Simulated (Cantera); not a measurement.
A closed system holds: 1 mol Al, 0.69 mol HCl, 400 mol H₂.

These are equilibrium values from Cantera (NASA tables, ideal gas, pure condensed phases), not measurements of a reactor. Candidate condensed phases: Al, AlCl₃; 12 gas species. The tables' values for AlCl₂ are old estimates. The numbers say what is thermodynamically allowed, not how fast it happens.

**Question.** What condenses at these points (T in K, P in Pa): (975, 140); (1575, 10); (1350, 7200); (900, 100000); (1425, 10)?

**Answer.** 
```tsv
T (K)	P in Pa	condensed phases	Al condensed (%)
975	140	Al	31.1
1575	10	gas only	0.0
1350	7200	Al	30.4
900	100000	Al	74.9
1425	10	gas only	0.0
```
